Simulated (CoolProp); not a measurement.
Ethanol along the isotherm 316.5 K: fugacity coefficient from the reference equation and from simpler models built on Tc = 514.7 K, pc = 62.68 bar, ω = 0.644; each cubic takes its own stable root.

The numbers come from the reference Helmholtz-energy equation of state, Schroeder 2014 in CoolProp.

```tsv
p (bar)	phase	reference
5.88	liquid	0.03613
11.8	liquid	0.01825
17.6	liquid	0.01240
23.5	liquid	0.009410
29.4	liquid	0.007623
35.3	liquid	0.006434
41.1	liquid	0.005599
47	liquid	0.004962
52.9	liquid	0.004468
58.8	liquid	0.004074
64.6	liquid	0.003757
70.5	liquid	0.003489
76.4	liquid	0.003262
82.3	liquid	0.003069
88.1	liquid	0.002905
94	liquid	0.002759
```

Task: How far does each simpler model (van der Waals, Soave-Redlich-Kwong, Peng-Robinson) lie from the reference over these 16 states: mean and median of the absolute difference, and the worst?

Result: 
- van der Waals: mean 2808.2 %, median 2815.0 %, worst +3067.5 % at 316.5 K and 94 bar
- Soave-Redlich-Kwong: mean 1.5 %, median 1.5 %, worst -3.2 % at 316.5 K and 5.88 bar
- Peng-Robinson: mean 4.7 %, median 4.8 %, worst +5.3 % at 316.5 K and 94 bar

At some of these states van der Waals gives the other phase, because its saturation line lies elsewhere.
